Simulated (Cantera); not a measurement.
# Diamond growth

A diamond (100) surface in a fixed gas of H2 with x(CH4) = 0.0056, x(H) = 0.00096, x(CH3) = 0.0009, 113 Torr; coverages are run to steady state.

Cantera simulation using the Harris–Goodwin 1993 mechanism for the reconstructed diamond (100) surface; the numbers are that mechanism's predictions, not measurements.

| T (K) | growth (µm/h) | θ c6HH | θ c6H* | θ c6*H | θ c6** | θ c6HM |
|---|---|---|---|---|---|---|
| 900 | 20.5 | 0.365 | 0.00541 | 0.151 | 0.00180 | 0.383 |
| 950 | 28.9 | 0.373 | 0.00798 | 0.189 | 0.00296 | 0.327 |
| 1000 | 38.0 | 0.381 | 0.0113 | 0.230 | 0.00460 | 0.272 |
| 1050 | 45.0 | 0.393 | 0.0156 | 0.278 | 0.00689 | 0.212 |
| 1100 | 45.0 | 0.413 | 0.0212 | 0.336 | 0.0101 | 0.143 |
| 1150 | 36.1 | 0.433 | 0.0281 | 0.398 | 0.0140 | 0.0773 |
| 1200 | 25.1 | 0.439 | 0.0348 | 0.445 | 0.0180 | 0.0339 |
| 1250 | 17.9 | 0.433 | 0.0407 | 0.474 | 0.0216 | 0.0132 |
| 1300 | 14.8 | 0.423 | 0.0458 | 0.489 | 0.0246 | 0.00500 |
| 1350 | 13.3 | 0.415 | 0.0504 | 0.496 | 0.0271 | 0.00190 |
| 1400 | 11.3 | 0.410 | 0.0545 | 0.499 | 0.0294 | 0.000727 |
θ: site fractions in the mechanism's names (c6HH fully hydrogenated, c6H* and c6*H radical sites, c6** diradical, c6HM methylated).
